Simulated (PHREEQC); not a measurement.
A solution holds 0.057 mol/kgw H2SO4 and 0.22 mol/kgw Na2SO4, at 25 °C. Closed to the air; pH follows from the charge balance.

Model: Pitzer model, pitzer.dat, run in PHREEQC.

### Question
The ionic strength comes out as 0.678 mol/kgw. What activity coefficients do HSO4-, SO4-2, H+, Na+ get?

### Answer
HSO4- 0.63, SO4-2 0.12, H+ 0.56, Na+ 0.60. Single-ion values are on the MacInnes scale.

Precipitation was switched off in this run.
